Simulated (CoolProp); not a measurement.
Propylene at 293.15 K and 3.42 MPa flows at 0.77 m/s in a round tube of 10 mm bore and 15 µm roughness, fully developed (64/Re and Nu = 3.66 if laminar; Colebrook and Gnielinski if turbulent). Each further row changes one setting.

The numbers come from the reference Helmholtz-energy equation of state, Lemmon 2013 in CoolProp.

| case | Reynolds number | Darcy friction factor | pressure drop (Pa/m) | heat-transfer coefficient (W/(m² K)) | mass flow (kg/h) |
|---|---|---|---|---|---|
| as stated | 38700 | 0.0261 | 404 | 2130 | 114 |
| velocity 1.54 m/s | 77500 | 0.0242 | 1500 | 4060 | 227 |
| diameter 20 mm | 77500 | 0.0219 | 170 | 1870 | 454 |

Viscosity comes from a separate model (Huber 2003), an estimate that may be off by 10 % or more. Thermal conductivity comes from a separate model (Huber 2003), an estimate that may be off by 10 % or more.
